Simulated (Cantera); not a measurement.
Input: 1 mol Si3N4, 0.032 mol N2O, 880 mol N2, held at 1625 °C and 10.0 mbar.

Equilibrium computed with Cantera from the NASA thermochemical tables; the gas is ideal and each condensed phase is pure. Candidate condensed phases: Si, SiO2, Si2N2O, Si3N4; 16 gas species. The tables' values for SiN are old estimates; treat these amounts as uncertain. Equilibrium is a limit: real reactors are often held back by kinetics, nucleation or transport.

Base state: N2 0.999, Si 0.00123, Si2N 6.00e-5, SiN 4.14e-5, SiO 3.62e-5 (mole fractions); condensed: Si(l).

**Question.** What changes in the equilibrium state with this change: temperature from 1625 °C to 777 °C?

**Answer.** 
| species | before | after |
|---|---|---|
| N2 | 0.999 | 1.00 |
| Si | 0.00123 | <1e-9 |
| Si2N | 6.00e-5 | <1e-9 |
| SiN | 4.14e-5 | <1e-9 |
| SiO | 3.62e-5 | <1e-9 |
| Si(l), mol | 1.72 | 0 |
| Si2N2O(s), mol | 0 | 0.0320 |
| Si3N4(s), mol | 0 | 0.979 |
Mutual solubility and eutectic melting of coexisting phases are not modelled.

**Question.** What changes in the equilibrium state with this change: pressure from 10.0 mbar to 7.90 mbar?

**Answer.** 
```json
[
 {"species": "N2", "before": "0.999", "after": "0.998"},
 {"species": "Si", "before": "0.00123", "after": "0.00156"},
 {"species": "Si2N", "before": "6.00e-5", "after": "6.75e-5"},
 {"species": "Si2", "before": "9.84e-6", "after": "1.25e-5"},
 {"species": "SiN", "before": "4.14e-5", "after": "4.65e-5"},
 {"species": "Si(l), mol", "before": "1.72", "after": "1.40"}
]
```
